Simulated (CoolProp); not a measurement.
Chlorine along the isotherm 85.05 °C: fugacity coefficient from the reference equation and from simpler models built on Tc = 143.7 °C, pc = 7.642 MPa, ω = 0.070; each cubic takes its own stable root.

Computed with CoolProp (reference Helmholtz-energy equation of state, Thol 2021).

```
p (MPa)   phase  reference  Redlich-Kwong  Peng-Robinson
-------  ------  ---------  -------------  -------------
0.0121      gas     0.9992         0.9992         0.9991
0.0182      gas     0.9988         0.9988         0.9986
0.0275      gas     0.9981         0.9981         0.9979
0.0415      gas     0.9972         0.9972         0.9969
0.0626      gas     0.9958         0.9957         0.9953
0.0944      gas     0.9936         0.9935         0.9929
0.142       gas     0.9904         0.9903         0.9894
0.215       gas     0.9854         0.9853         0.9839
0.324       gas     0.9780         0.9779         0.9758
0.489       gas     0.9669         0.9666         0.9636
0.738       gas     0.9500         0.9497         0.9452
1.11        gas     0.9249         0.9246         0.9180
1.68        gas     0.8863         0.8862         0.8767
2.53        gas     0.8281         0.8291         0.8156
3.82     liquid     0.6309         0.6465         0.6159
```
